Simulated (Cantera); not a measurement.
What does this Cantera script print?

```python
import numpy as np
import cantera as ct

gas = ct.Solution("gri30.yaml")
gas.TPX = 1075, 1000000, {'CO': 0.017, 'O2': 0.0065, 'H2O': 0.035, 'N2': 1}
inlet = ct.Reservoir(gas, clone=True)

reactor = ct.IdealGasConstPressureReactor(gas, energy="off", clone=False)
exhaust = ct.Reservoir(gas, clone=True)
tau = [0.52, 0.29, 0.16, 0.093, 0.052, 0.029, 0.017, 0.0094, 0.0053, 0.003][0]
for a, b in ((inlet, reactor), (reactor, exhaust)):
    ct.MassFlowController(a, b, mdot=lambda t: reactor.mass / tau)
net = ct.ReactorNet([reactor])
show = ['CO', 'O2', 'H2O', 'NO2', 'OH', 'H2', 'H']

rows = []
print(f"{'tau/s':>10s}{'T/K':>9s}" + "".join(f"{s:>11s}" for s in show))
for tau in [0.52, 0.29, 0.16, 0.093, 0.052, 0.029, 0.017, 0.0094, 0.0053, 0.003]:
    net.initial_time = 0.0
    net.advance(30 * tau)
    before = gas.X
    net.advance(40 * tau)
    drift = np.max(np.abs(gas.X - before) / (gas.X + 1e-9))
    rows.append([gas.T, *gas[show].X, drift])
    print(f"{tau:10.3e}{gas.T:9.1f}" + "".join(f"{x:11.3e}" for x in gas[show].X))
```

Result:

```
     tau/s      T/K         CO         O2        H2O        NO2         OH         H2          H
 5.200e-01   1075.0  7.250e-03  1.797e-03  3.307e-02  4.837e-10  6.201e-08  1.434e-04  6.814e-08
 2.900e-01   1075.0  8.816e-03  2.569e-03  3.306e-02  3.446e-10  7.423e-08  1.210e-04  7.013e-08
 1.600e-01   1075.0  1.055e-02  3.426e-03  3.305e-02  2.012e-10  8.458e-08  1.024e-04  7.212e-08
 9.300e-02   1075.0  1.206e-02  4.176e-03  3.304e-02  1.080e-10  9.140e-08  8.571e-05  7.326e-08
 5.200e-02   1075.0  1.343e-02  4.855e-03  3.304e-02  5.006e-11  9.547e-08  6.665e-05  7.327e-08
 2.900e-02   1075.0  1.446e-02  5.360e-03  3.304e-02  2.161e-11  9.605e-08  4.735e-05  7.172e-08
 1.700e-02   1075.0  1.510e-02  5.673e-03  3.305e-02  9.667e-12  9.341e-08  3.159e-05  6.871e-08
 9.400e-03   1075.0  1.555e-02  5.891e-03  3.305e-02  3.789e-12  8.632e-08  1.799e-05  6.302e-08
 5.300e-03   1075.0  1.581e-02  6.015e-03  3.306e-02  1.374e-12  7.385e-08  9.064e-06  5.398e-08
 3.000e-03   1075.0  1.595e-02  6.086e-03  3.306e-02  3.703e-13  5.387e-08  3.683e-06  3.979e-08
```

Detailed kinetics in Cantera: GRI-Mech 3.0 (53 species, 325 reactions).
